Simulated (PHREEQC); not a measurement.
Consider water at 25 °C with 0.051 mmol/kgw CaSO4, 0.12 mmol/kgw Na2SO4 and 0.54 mmol/kgw MgSO4. Closed to the air; pH follows from the charge balance.

Equilibrium calculation in PHREEQC: ion-association model, phreeqc.dat.

```
quantity                     before     after
-------------------------  --------  --------
pH                             6.98      6.85
ionic strength (mol/kgw)    0.00251   0.00255
SO4-2 (mol/kgw)            0.000658  0.000668
Ca+2 (mol/kgw)              4.74e-5   4.74e-5
CaSO4 (mol/kgw)             3.59e-6   3.63e-6
NaSO4- (mol/kgw)            6.34e-7   6.43e-7
SI of Gypsum (CaSO4:2H2O)     -3.11     -3.11
```

### Question
Which change was made?
A. MgSO4 replaced by MnSO4 at the same molality
B. 6.2e-05 mol/kgw ZnCl2 added
C. MgSO4 from 0.00054 to 0.0054 mol/kgw
D. temperature from 25 to 50 °C

### Answer
A, MgSO4 replaced by MnSO4 at the same molality

Precipitation was switched off in this run.
